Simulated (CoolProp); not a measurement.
A simple Rankine cycle with c-C4F8 (RC318): condensing at 289.15 K, boiler at 0.892 MPa, turbine inlet 485.6 K, turbine efficiency 0.75, pump efficiency 0.7, no recuperator. Each further row changes one setting.

Values from CoolProp's reference Helmholtz-energy equation of state, Platzer 1990. This equation is an older, rougher fit; its heat capacities, sound speeds and derivatives of the liquid may be far off and weren't checked against measurements.

| case | thermal efficiency (%) | net work (kJ/kg) | heat in (kJ/kg) | turbine exit temperature (K) | volume ratio over the turbine |
|---|---|---|---|---|---|
| as stated | 6.5 | 18.6 | 285 | 463.8 | 3.80 |
| condensing temperature 281.15 K | 7.7 | 22.5 | 293 | 459.6 | 5.02 |
| boiler pressure 0.624 MPa | 4.9 | 14.0 | 286 | 469.9 | 2.65 |
| turbine efficiency 0.65 | 5.6 | 16.0 | 285 | 466.4 | 3.82 |
